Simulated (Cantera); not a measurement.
A closed system holds: 1 mol BCl3, 51 mol H2, at 1300 K and 9.90 mbar.

These are equilibrium values from Cantera (NASA tables, ideal gas, pure condensed phases), not measurements of a reactor. Candidate condensed phases: B; 13 gas species. Gases not in the tables: BHCl2. Kinetics and transport are ignored.

Base state: H2 0.943, HCl 0.0563, BCl3 0.000291, H 1.08e-5 (mole fractions); condensed: B(s).

Problem. What changes in the equilibrium state with this change: temperature from 1300 K to 975 K?

Solution. 
```tsv
species	before	after
H2	0.943	0.953
HCl	0.0563	0.0425
BCl3	0.000291	0.00494
H	1.08e-5	1.12e-8
B(s), mol	0.984	0.741
```

Problem. What changes in the equilibrium state with this change: BCl3 replaced by B2H6?

Solution. 
```tsv
species	before	after
H2	0.943	1.000
H	1.08e-5	1.11e-5
HCl	0.0563	0
BCl3	0.000291	0
B(s), mol	0.984	2.00
```
The feed counts by its element totals alone.
